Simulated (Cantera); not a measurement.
What does this Cantera script print?

```python
import numpy as np
import cantera as ct

gas = ct.Solution("gri30.yaml")
gas.TPX = 1748, 101325, {'CO': 1, 'H2': 0.066, 'CH4': 0.23, 'O2': 0.621, 'N2': 5.09}
reactor = ct.IdealGasReactor(gas, energy="on", clone=False)
net = ct.ReactorNet([reactor])
net.rtol, net.atol = 1e-08, 1e-16
show = ['CO', 'H2', 'CH4', 'CO2', 'NO']
times = np.geomspace(1e-06, 5, 16)

steps = ct.SolutionArray(gas, extra=["t"])
rows = []
print(f"{'t/s':>10s}{'T/K':>9s}{'P/Pa':>11s}" + "".join(f"{s:>11s}" for s in show))
for t in times:
    while net.time < t:
        t_next = net.step()
        steps.append(gas.state, t=t_next)
    rows.append([np.interp(t, steps.t, y) for y in (steps.T, steps.P, *steps(*show).X.T)])
    print(f"{t:10.3e}{rows[-1][0]:9.1f}{rows[-1][1]:11.4g}" + "".join(f"{x:11.3e}" for x in rows[-1][2:]))
rate = np.gradient(steps.T, steps.t)
print("integrator steps:", len(steps.t))
if steps.T.max() > steps.T[0] + 200:
    print(f"time of steepest temperature rise: {steps.t[rate.argmax()]:.4e} s")
gas.TPX = 1748, 101325, {'CO': 1, 'H2': 0.066, 'CH4': 0.23, 'O2': 0.621, 'N2': 5.09}
gas.equilibrate("UV")
print(f"equilibrium (UV): T = {gas.T:.1f} K  " + "  ".join(f"{s} {gas[s].X[0]:.3e}" for s in show))
```

Output:

```
       t/s      T/K       P/Pa         CO         H2        CH4        CO2         NO
 1.000e-06   1748.0  1.013e+05  1.427e-01  9.419e-03  3.282e-02  2.893e-07  3.326e-14
 2.796e-06   1748.0  1.013e+05  1.427e-01  9.420e-03  3.282e-02  1.130e-06  2.507e-13
 7.820e-06   1747.9  1.013e+05  1.427e-01  9.421e-03  3.280e-02  4.641e-06  1.365e-12
 2.187e-05   1747.9  1.013e+05  1.427e-01  9.423e-03  3.272e-02  2.017e-05  7.165e-12
 6.115e-05   1749.0  1.014e+05  1.426e-01  9.440e-03  3.206e-02  1.477e-04  7.393e-11
 1.710e-04   2345.6  1.386e+05  1.186e-01  1.554e-02  2.110e-15  5.358e-02  6.733e-05
 4.782e-04   2702.6  1.562e+05  1.108e-01  1.334e-02  5.180e-15  6.526e-02  1.050e-03
 1.337e-03   2766.1  1.591e+05  1.089e-01  1.292e-02  1.152e-14  6.803e-02  3.150e-03
 3.739e-03   2760.6  1.588e+05  1.093e-01  1.308e-02  1.213e-14  6.760e-02  4.517e-03
 1.046e-02   2760.1  1.588e+05  1.093e-01  1.309e-02  1.217e-14  6.756e-02  4.625e-03
 2.924e-02   2760.1  1.588e+05  1.093e-01  1.309e-02  1.217e-14  6.756e-02  4.626e-03
 8.177e-02   2760.1  1.588e+05  1.093e-01  1.309e-02  1.217e-14  6.756e-02  4.626e-03
 2.287e-01   2760.1  1.588e+05  1.093e-01  1.309e-02  1.217e-14  6.756e-02  4.626e-03
 6.394e-01   2760.1  1.588e+05  1.093e-01  1.309e-02  1.217e-14  6.756e-02  4.626e-03
 1.788e+00   2760.1  1.588e+05  1.093e-01  1.309e-02  1.217e-14  6.756e-02  4.626e-03
 5.000e+00   2760.1  1.588e+05  1.093e-01  1.309e-02  1.217e-14  6.756e-02  4.626e-03
integrator steps: 1585
time of steepest temperature rise: 1.3824e-04 s
equilibrium (UV): T = 2760.1 K  CO 1.093e-01  H2 1.309e-02  CH4 1.540e-14  CO2 6.756e-02  NO 4.626e-03
```

Model: GRI-Mech 3.0 (53 species, 325 reactions), integrated in Cantera.
